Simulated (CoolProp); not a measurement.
Vapour-liquid equilibrium of R134a (1) + R245fa (2) at 340.3 K; x and y are mole fractions of (1).

Model: multi-fluid Helmholtz-energy mixture model, Tillner-Roth 1994 and Akasaka 2015; pair parameters Akasaka 2014, in CoolProp.

Q: Give the bubble pressure and the first vapour's composition at x = 0.35, 0.65, 0.95. Is there an azeotrope?

A: x = 0.35: 10.08 bar, y = 0.585; x = 0.65: 14.21 bar, y = 0.819; x = 0.95: 18.97 bar, y = 0.977. No azeotrope shows between x = 0.05 and 0.95.

Pair parameters are fitted to limited data, so mixtures are less certain than the pure fluids.
